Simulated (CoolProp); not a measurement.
The numbers come from the reference Helmholtz-energy equation of state, Thol 2016 in CoolProp.

Q: For hexamethyldisiloxane (MM), give the phase and the cv (kJ/(kg K)), speed of sound (m/s), Joule-Thomson coefficient (K/MPa), expansivity (1/kK) at 474.4 K and 0.263 MPa; 474.4 K and 1.05 MPa; 474.4 K and 1.32 MPa.

A: 
- 474.4 K and 0.263 MPa: gas; cv 1.92, speed of sound 147, Joule-Thomson coefficient 12.3, expansivity 2.71
- 474.4 K and 1.05 MPa: liquid; cv 1.99, speed of sound 273, Joule-Thomson coefficient 0.870, expansivity 4.56
- 474.4 K and 1.32 MPa: liquid; cv 1.99, speed of sound 285, Joule-Thomson coefficient 0.756, expansivity 4.24
